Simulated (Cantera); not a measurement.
Adiabatic ignition

An adiabatic, constant-volume homogeneous reactor starts with H2 : O2 : N2 : H2O = 1 : 0.417 : 1.5 : 0.38 (molar parts), at 1025 K and 560000 Pa.

Detailed kinetics in Cantera: the H2/O2 subset of GRI-Mech 3.0, which has no nitrogen chemistry. The hydrogen kinetics of GRI-Mech 3.0 are dated; newer H2 mechanisms differ, most at raised pressure.

```
t (s)     T (K)  P (bar)    x H2     x O2  x H2O      x OH       x O
--------  -----  -------  ------  -------  -----  --------  --------
1.00e-6    1025     5.60   0.303    0.126  0.115  1.97e-12  5.42e-12
2.90e-6    1025     5.60   0.303    0.126  0.115  2.09e-12  5.86e-12
8.42e-6    1025     5.60   0.303    0.126  0.115  2.14e-12  5.99e-12
2.44e-5    1025     5.60   0.303    0.126  0.115  2.30e-12  6.37e-12
7.09e-5    1025     5.60   0.303    0.126  0.115  2.96e-12  7.58e-12
0.000206   1025     5.60   0.303    0.126  0.115  6.40e-12  1.20e-11
0.000597   1025     5.60   0.303    0.126  0.115  3.10e-11  3.47e-11
0.00173    1025     5.60   0.303    0.126  0.115  4.39e-10  3.46e-10
0.00503    1034     5.64   0.302    0.126  0.116   2.97e-8   1.51e-8
0.0146     2902     14.1  0.0663  0.00258  0.394    0.0146   0.00109
0.0423     2902     14.1  0.0663  0.00258  0.394    0.0146   0.00109
0.123      2902     14.1  0.0663  0.00258  0.394    0.0146   0.00109
0.356      2902     14.1  0.0663  0.00258  0.394    0.0146   0.00109
1.03       2902     14.1  0.0663  0.00258  0.394    0.0146   0.00109
3.00       2902     14.1  0.0663  0.00258  0.394    0.0146   0.00109
```
x: mole fraction; the columns are a selection and need not sum to one.

```json
{
  "time_of_steepest_temperature_rise": "6.95 ms",
  "temperature at 3.00 s": "2902 K",
  "equilibrium_temperature": "2902 K",
  "x(H2) at 3.00 s": "0.0663 (gas-phase equilibrium 0.0663)",
  "x(O2) at 3.00 s": "0.00258 (gas-phase equilibrium 0.00258)",
  "x(H2O) at 3.00 s": "0.394 (gas-phase equilibrium 0.394)"
}
```
